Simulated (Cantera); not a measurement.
Catalytic combustion on Pt

An isothermal plug-flow reactor at 450 K and 53000 Pa (inlet), inlet velocity 1.2 m/s, active area per volume 3200 1/m; feed H2 : O2 : N2 : H2O = 0.002 : 0.054 : 0.79 : 0.0059 (molar parts), equivalence ratio 0.019.

Model: Deutschmann's 1995 Pt surface mechanism with GRI-Mech 3.0 gas chemistry, integrated in Cantera. Catalytic surfaces can have several steady states; this one follows from the mechanism file's or the stated starting coverage. Mass transfer to the wall is taken as infinitely fast.

| z (m) | x H2 | x O2 | x H2O | θ free Pt | θ O* | θ OH* |
|---|---|---|---|---|---|---|
| 0.00014 | 0.00158 | 0.0630 | 0.00770 | 0.0343 | 0.935 | 0.0309 |
| 0.00031 | 0.00113 | 0.0628 | 0.00815 | 0.0246 | 0.948 | 0.0269 |
| 0.00067 | 0.000704 | 0.0626 | 0.00858 | 0.0154 | 0.963 | 0.0217 |
| 0.0014 | 0.000398 | 0.0625 | 0.00888 | 0.00872 | 0.975 | 0.0167 |
| 0.0031 | 0.000198 | 0.0624 | 0.00909 | 0.00434 | 0.984 | 0.0119 |
| 0.0067 | 9.56e-5 | 0.0623 | 0.00919 | 0.00210 | 0.990 | 0.00833 |
| 0.014 | 4.67e-5 | 0.0623 | 0.00924 | 0.00103 | 0.993 | 0.00584 |
x: gas mole fraction; θ: surface coverage.
